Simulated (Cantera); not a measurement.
Charge: 1 mol BaF2, 0.2 mol H2O, 39 mol N2, equilibrated at 902 °C and 1.00 Torr.

Equilibrium computed with Cantera from the NASA thermochemical tables; the gas is ideal and each condensed phase is pure. Candidate condensed phases: Ba, BaF2, BaO, Ba(OH)2, H2O; 45 gas species. Mutual solubility and eutectic melting of coexisting phases are not modelled. Kinetics and transport are ignored.

Base state: N2 0.995, H2O 0.00507, HF 6.10e-5 (mole fractions); condensed: BaF2(s) + BaO(s).

What changes in the equilibrium state with this change: temperature from 902 °C to 1225 °C?


| species | before | after |
|---|---|---|
| N2 | 0.995 | 0.971 |
| BaF2 | 6.77e-6 | 0.0224 |
| H2O | 0.00507 | 0.00382 |
| HF | 6.10e-5 | 0.00222 |
| BaF | <1e-9 | 3.39e-5 |
| NO | 2.90e-7 | 1.35e-5 |
| O2 | 5.38e-7 | 2.12e-5 |
| H2 | 1.41e-6 | 4.18e-5 |
| BaF2(s), mol | 0.999 | 0.0545 |
| BaO(s), mol | 0.00119 | 0.0437 |

What changes in the equilibrium state with this change: pressure from 1.00 Torr to 0.00375 Torr?


```json
[
 {"species": "N2", "before": "0.995", "after": "0.993"},
 {"species": "H2O", "before": "0.00507", "after": "0.00461"},
 {"species": "BaF2", "before": "6.77e-6", "after": "0.00181"},
 {"species": "HF", "before": "6.10e-5", "after": "0.000949"},
 {"species": "BaF2(s), mol", "before": "0.999", "after": "0.910"},
 {"species": "BaO(s), mol", "before": "0.00119", "after": "0.0186"}
]
```
